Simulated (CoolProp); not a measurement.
A closed Brayton cycle with carbon dioxide: compressor inlet 314.15 K and 8.4 MPa, high pressure 24.6 MPa, turbine inlet 625 K, compressor efficiency 0.85, turbine efficiency 0.85, recuperator effectiveness 0 (on enthalpy, no pinch check). Each further row changes one setting.

Values from CoolProp's reference Helmholtz-energy equation of state, Span 1996.

```
case                           thermal efficiency (%)  net work (kJ/kg)  compressor to turbine work  compressor exit (K)  turbine exit (K)
-----------------------------  ----------------------  ----------------  --------------------------  -------------------  ----------------
as stated                                        14.3              50.1                        0.47                386.8             519.5
turbine inlet 575 K                              13.8              39.6                        0.52                386.8               ___
compressor inlet 324.15 K                        13.0              38.9                        0.59                  ___             519.5
high pressure 20.9 MPa                           12.7              46.0                        0.43                  ___             535.3
recuperator effectiveness 0.5                     ___              50.1                        0.47                386.8             519.5
```

Question: Complete the blanks.

Answer: 
- turbine inlet 575 K, turbine exit (K): 473.1
- compressor inlet 324.15 K, compressor exit (K): 412.5
- high pressure 20.9 MPa, compressor exit (K): 375.5
- recuperator effectiveness 0.5, thermal efficiency (%): 18.5
